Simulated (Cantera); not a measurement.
An isothermal, constant-pressure homogeneous reactor starts with CH4 : CO2 : H2 = 1 : 0.34 : 0.67 (molar parts), at 1400 K and 12000 Pa. Integrator tolerance rtol = 1e-08.

Computed with Cantera and GRI-Mech 3.0 (53 species, 325 reactions). GRI-Mech 3.0 stops at C3 and has no aromatics, soot or wall deposition, so with more carbon than oxygen in the feed, carbon stays in small species such as C2H2 where larger ones or solid carbon would form.

Task: What does this change do: temperature 1400 to 2198 K?

Result: 
| quantity | before | after |
|---|---|---|
| x(CH4) at 40.0 s | 0.157 (gas-phase equilibrium 0.0473) | 0.000111 (gas-phase equilibrium 0.000112) |
| x(CO2) at 40.0 s | 0.0173 (gas-phase equilibrium 4.36e-8) | 6.99e-9 (gas-phase equilibrium 7.01e-9) |
| x(H2) at 40.0 s | 0.488 (gas-phase equilibrium 0.659) | 0.687 (gas-phase equilibrium 0.687) |
| x(C2H6) at 40.0 s | 2.94e-5 (gas-phase equilibrium 7.56e-6) | 3.84e-10 (gas-phase equilibrium 3.86e-10) |
| x(CH3) at 40.0 s | 4.11e-5 (gas-phase equilibrium 1.65e-5) | 4.14e-5 (gas-phase equilibrium 4.15e-5) |
| x(H2O2) at 40.0 s | <1e-12 (gas-phase equilibrium <1e-12) | <1e-12 (gas-phase equilibrium <1e-12) |
